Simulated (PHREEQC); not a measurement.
## Reverse-osmosis permeate

Synthetic water in mmol/kgw, 25 °C, pH 6.73, pe 8.3:

| constituent | mmol/kgw |
|---|---|
| Na | 0.0112 |
| K | 0.00618 |
| Ca | 0.0322 |
| Mg | 0.011 |
| Cl | 0.0139 |
| S(6) | 0.00565 |
| Alkalinity (meq/kgw) | 0.0741 |
| Ba | 2e-05 |

Valence states are taken as typed.

Computed with PHREEQC (ion-association model, wateq4f.dat).

- ionic strength: 0.000150 mol/kgw
- charge-balance error: 2.2 %

| species | molality | activity | log γ |
|---|---|---|---|
| HCO3- | 7.41e-5 | 7.31e-5 | -0.006 |
| Ca+2 | 3.21e-5 | 3.04e-5 | -0.024 |
| CO2 | 3.06e-5 | 3.06e-5 | 0.000 |
| Cl- | 1.39e-5 | 1.37e-5 | -0.006 |
| Na+ | 1.12e-5 | 1.10e-5 | -0.006 |
| Mg+2 | 1.10e-5 | 1.04e-5 | -0.024 |
| K+ | 6.18e-6 | 6.09e-6 | -0.006 |

This is a speciation only: nothing precipitates in the calculation.
